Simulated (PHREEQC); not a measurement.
Solution (25 °C): 0.016 mol NH4Cl per kg of water. Closed to the air; pH follows from the charge balance.

Computed with PHREEQC (ion-association model, phreeqc.dat).

No solid was allowed to form.

Estimate the pH.

pH 5.57.
